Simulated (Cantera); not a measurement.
A perfectly stirred reactor is fed with 64.9 % CH₄, 19.5 % H₂O, 15.6 % H₂, at 150 Torr; it is held at 1875 K, and followed from long to short residence time.

Model: GRI-Mech 3.0 (53 species, 325 reactions), integrated in Cantera. GRI-Mech 3.0 stops at C3 and has no aromatics, soot or wall deposition, so with more carbon than oxygen in the feed, carbon stays in small species such as C2H2 where larger ones or solid carbon would form.

Q: Predict: x(CH₄) at τ = 0.580 s; x(H₂O) at τ = 0.580 s; x(H₂) at τ = 0.580 s; x(C₂H₆) at τ = 0.580 s; x(H) at τ = 0.580 s; x(CH₄) at τ = 50.0 ms; x(H₂O) at τ = 50.0 ms; x(H₂) at τ = 50.0 ms; x(C₂H₆) at τ = 50.0 ms; x(H) at τ = 50.0 ms.

A: 
```json
{
  "x(CH₄) at τ = 0.580 s": "0.0186",
  "x(H₂O) at τ = 0.580 s": "0.0257",
  "x(H₂) at τ = 0.580 s": "0.738",
  "x(C₂H₆) at τ = 0.580 s": "3.07e-6",
  "x(H) at τ = 0.580 s": "0.00120",
  "x(CH₄) at τ = 50.0 ms": "0.0617",
  "x(H₂O) at τ = 50.0 ms": "0.0902",
  "x(H₂) at τ = 50.0 ms": "0.658",
  "x(C₂H₆) at τ = 50.0 ms": "3.11e-5",
  "x(H) at τ = 50.0 ms": "0.00101"
}
```
